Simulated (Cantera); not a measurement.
Feed: 1 mol AlCl3, 3.1 mol O2, 540 mol N2, equilibrated at 1.00 bar.

Cantera equilibrium calculation (NASA polynomials, part measured and part estimated; ideal gas, pure solids and liquids). Candidate condensed phases: Al, AlCl3, AlN, Al2O3; 24 gas species. Rates play no part. All values below are at 1252 °C.

Base state: N2 0.992, O2 0.00420, Cl 0.00262, Cl2 0.00144, NO 0.000219 (mole fractions); condensed: Al2O3(s).

Task: What changes in the equilibrium state with this change: 0.85 mol H2O added?

Result: 
```tsv
species	before	after
N2	0.992	0.990
O2	0.00420	0.00495
HCl	0	0.00304
Cl	0.00262	0.00151
H2O	0	3.92e-5
Cl2	0.00144	0.000477
NO	0.000219	0.000237
Al2O3(s), mol	0.499	0.500
```
Further candidate phases: H2O, NH4Cl.

Task: What changes in the equilibrium state with this change: AlCl3 replaced by Al?

Result: 
```tsv
species	before	after
N2	0.992	0.996
O2	0.00420	0.00422
NO	0.000219	0.000220
Cl	0.00262	0
Cl2	0.00144	0
Al2O3(s), mol	0.499	0.500
```
